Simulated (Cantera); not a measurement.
Mixture: CH₃OH : O₂ : N₂ : H₂O = 1 : 1.69 : 6.34 : 0.26 (molar parts), at 3000 Torr, adiabatic and at constant volume. Ignition delay is the time to a rise of 400 K.

Computed with Cantera and GRI-Mech 3.0 (53 species, 325 reactions). GRI-Mech 3.0 was tuned for natural gas; its chemistry of methanol as a main component is partial and can be far from experiment.

**Question.** Predict: delay at 1025 K; delay at 1125 K; delay at 1225 K; delay at 1325 K; delay at 1425 K; apparent activation energy between 1375 and 1475 K.

**Answer.** 
```
Quantity                                                 Value
--------------------------------------------------  ----------
delay at 1025 K                                        88.8 ms
delay at 1125 K                                        10.7 ms
delay at 1225 K                                        1.84 ms
delay at 1325 K                                       0.422 ms
delay at 1425 K                                       0.123 ms
apparent activation energy between 1375 and 1475 K  190 kJ/mol
```
